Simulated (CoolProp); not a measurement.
A single-stage vapour-compression cycle with the fluid: evaporating at 312.15 K (dew point), condensing at 360.15 K (bubble point), superheat 5 K, subcooling 8 K, compressor efficiency 0.6, no pressure losses. The same conditions are run with several fluids, on thermodynamics alone (safety and materials aside).

The numbers come from the reference Helmholtz-energy equation of state of each fluid (sulfur dioxide: Gao 2016; cyclohexane: Zhou 2014; chloromethane (R40): Thol 2014; R365MFC: Lemmon 2016; n-perfluorohexane: Gao 2022; R134a: Tillner-Roth 1994) in CoolProp.

Rank sulfur dioxide, cyclohexane, chloromethane (R40), R365MFC, n-perfluorohexane, R134a by cooling COP, highest first.

cyclohexane (3.50), sulfur dioxide (3.30), R365MFC (3.26), chloromethane (R40) (3.24), n-perfluorohexane (2.79), R134a (2.76)

```csv
fluid,pressure ratio,discharge temperature (K),refrigerating effect (kJ/kg),volumetric capacity (kJ/m³)
sulfur dioxide,3.45,452.7,286,4660
cyclohexane,5.15,377.5,310,237
chloromethane (R40),2.98,425.3,292,5460
R365MFC,4.37,362.6,136,772
n-perfluorohexane,4.80,360.2,49.6,346
R134a,3.08,380.2,105,4950
```

The compression ends wet for: n-perfluorohexane.
